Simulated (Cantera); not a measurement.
Input: 1 mol CH3SiH3, 0.025 mol C3H8, 16 mol H2, equilibrated at 11000 Pa.

Cantera equilibrium calculation (NASA polynomials, part measured and part estimated; ideal gas, pure solids and liquids). Candidate condensed phases: C, C6H6, C7H8, C8H18, Si, SiC; 87 gas species. The feed counts by its element totals alone. Gases not in the tables: Si2H6 and higher silanes. Equilibrium is a limit: real reactors are often held back by kinetics, nucleation or transport.

**Question.** Which condensed phases are stable at each of these points (T (K)): 1175, 1275, 1375, 1475, 1575, 1675, 1775, 1875, 1975, 2075, 2175, 2275, 2375?

**Answer.** 
| T (K) | condensed phases | Si condensed (%) |
|---|---|---|
| 1175 | C(graphite) + SiC(s) | 100.0 |
| 1275 | C(graphite) + SiC(s) | 100.0 |
| 1375 | C(graphite) + SiC(s) | 100.0 |
| 1475 | C(graphite) + SiC(s) | 100.0 |
| 1575 | C(graphite) + SiC(s) | 100.0 |
| 1675 | C(graphite) + SiC(s) | 100.0 |
| 1775 | C(graphite) + SiC(s) | 100.0 |
| 1875 | C(graphite) + SiC(s) | 100.0 |
| 1975 | C(graphite) + SiC(s) | 100.0 |
| 2075 | C(graphite) + SiC(s) | 99.8 |
| 2175 | SiC(s) | 99.3 |
| 2275 | SiC(s) | 97.0 |
| 2375 | SiC(s) | 89.9 |

From 1175 K to 2075 K the condensed part is C(graphite) + SiC(s). From 2175 K to 2375 K the condensed part is SiC(s).
